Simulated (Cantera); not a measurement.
A perfectly stirred reactor is fed with 3.02 % CH₄, 1.21 % C₂H₆, 0.154 % C₃H₈, 20.1 % O₂, 75.5 % N₂, equivalence ratio 0.55, at 0.987 atm; it is adiabatic with a 400 K inlet, and is followed from long to short residence time, starting on the burning branch (τ in s: 0.23, 0.094, 0.038, 0.016, 0.0063, 0.0026, 0.001, 0.00042, 0.00017, 6.9e-05, 2.8e-05).

Detailed kinetics in Cantera: GRI-Mech 3.0 (53 species, 325 reactions).

x: mole fraction; the columns are a selection and need not sum to one.

```json
[
 {"τ (s)": "0.23", "T (K)": "1663", "x CH₄": "4.70e-6", "x C₂H₆": "4.66e-7", "x C₃H₈": "5.96e-8", "x HCO": "(withheld)", "x C₂H": "2.68e-10"},
 {"τ (s)": "0.094", "T (K)": "1660", "x CH₄": "8.30e-6", "x C₂H₆": "8.49e-7", "x C₃H₈": "1.11e-7", "x HCO": "(withheld)", "x C₂H": "4.58e-10"},
 {"τ (s)": "0.038", "T (K)": "1655", "x CH₄": "1.48e-5", "x C₂H₆": "1.54e-6", "x C₃H₈": "2.03e-7", "x HCO": "(withheld)", "x C₂H": "7.34e-10"},
 {"τ (s)": "0.016", "T (K)": "1647", "x CH₄": "2.58e-5", "x C₂H₆": "2.69e-6", "x C₃H₈": "3.56e-7", "x HCO": "(withheld)", "x C₂H": "1.06e-9"},
 {"τ (s)": "0.0063", "T (K)": "1633", "x CH₄": "4.82e-5", "x C₂H₆": "4.99e-6", "x C₃H₈": "6.50e-7", "x HCO": "(withheld)", "x C₂H": "1.42e-9"},
 {"τ (s)": "0.0026", "T (K)": "1610", "x CH₄": "9.08e-5", "x C₂H₆": "9.25e-6", "x C₃H₈": "1.18e-6", "x HCO": "(withheld)", "x C₂H": "1.67e-9"},
 {"τ (s)": "0.0010", "T (K)": "1568", "x CH₄": "0.000201", "x C₂H₆": "1.99e-5", "x C₃H₈": "2.47e-6", "x HCO": "(withheld)", "x C₂H": "1.78e-9"},
 {"τ (s)": "0.00042", "T (K)": "1490", "x CH₄": "0.000579", "x C₂H₆": "5.57e-5", "x C₃H₈": "6.73e-6", "x HCO": "(withheld)", "x C₂H": "1.76e-9"},
 {"τ (s)": "0.00017", "T (K)": "400", "x CH₄": "0.0302", "x C₂H₆": "0.0121", "x C₃H₈": "0.00154", "x HCO": "<1e-12", "x C₂H": "<1e-12"},
 {"τ (s)": "6.9e-5", "T (K)": "400", "x CH₄": "0.0302", "x C₂H₆": "0.0121", "x C₃H₈": "0.00154", "x HCO": "<1e-12", "x C₂H": "<1e-12"},
 {"τ (s)": "2.8e-5", "T (K)": "400", "x CH₄": "0.0302", "x C₂H₆": "0.0121", "x C₃H₈": "0.00154", "x HCO": "<1e-12", "x C₂H": "<1e-12"}
]
```

### Question
Fill in the missing entries.

### Answer

- 0.23, x HCO: 5.79e-9
- 0.094, x HCO: 1.47e-8
- 0.038, x HCO: 3.79e-8
- 0.016, x HCO: 9.43e-8
- 0.0063, x HCO: 2.51e-7
- 0.0026, x HCO: 6.31e-7
- 0.0010, x HCO: 1.69e-6
- 0.00042, x HCO: 4.10e-6
